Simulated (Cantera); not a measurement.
An isothermal, constant-pressure homogeneous reactor starts with 0.395 % CH2O, 0.771 % O2, 98.8 % N2, at 1600 K and 4.24 atm.

Computed with Cantera and GRI-Mech 3.0 (53 species, 325 reactions).

### Question
Predict: x(O2) at 200 s; x(HO2) at 200 s; x(N2O) at 200 s; x(O) at 200 s; x(OH) at 200 s; x(H2O) at 200 s.

### Answer
```
Property                                          Result
---------------  ---------------------------------------
x(O2) at 200 s   0.00374 (gas-phase equilibrium 0.00361)
x(HO2) at 200 s  5.28e-9 (gas-phase equilibrium 5.15e-9)
x(N2O) at 200 s  4.02e-8 (gas-phase equilibrium 3.96e-8)
x(O) at 200 s    4.30e-7 (gas-phase equilibrium 4.23e-7)
x(OH) at 200 s   8.94e-6 (gas-phase equilibrium 8.87e-6)
x(H2O) at 200 s  0.00395 (gas-phase equilibrium 0.00395)
```
